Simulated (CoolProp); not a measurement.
n-perfluorobutane along the isotherm 26.25 °C: fugacity coefficient from the reference equation and from simpler models built on Tc = 113.2 °C, pc = 2322 kPa, ω = 0.372; each cubic takes its own stable root.

Computed with CoolProp (reference Helmholtz-energy equation of state, Gao 2022).

| p (kPa) | phase | reference |
|---|---|---|
| 31.6 | gas | 0.9897 |
| 53.4 | gas | 0.9827 |
| 90.1 | gas | 0.9708 |
| 152 | gas | 0.9506 |
| 257 | gas | 0.9163 |
| 433 | liquid | 0.5899 |
| 731 | liquid | 0.3562 |
| 1230 | liquid | 0.2185 |
| 2080 | liquid | 0.1364 |
| 3510 | liquid | 0.08850 |
| 5930 | liquid | 0.06098 |
| 10000 | liquid | 0.04653 |

Task: How far does each simpler model (van der Waals, Redlich-Kwong, Peng-Robinson) lie from the reference over these 12 states: mean and median of the absolute difference, and the worst?

Result: 
- van der Waals: mean 89.6 %, median 92.6 %, worst +228.4 % at 26.25 °C and 10000 kPa
- Redlich-Kwong: mean 32.8 %, median 50.8 %, worst +63.1 % at 26.25 °C and 10000 kPa
- Peng-Robinson: mean 1.6 %, median 1.4 %, worst -5.4 % at 26.25 °C and 10000 kPa

At some of these states van der Waals, Redlich-Kwong gives the other phase, because its saturation line lies elsewhere.
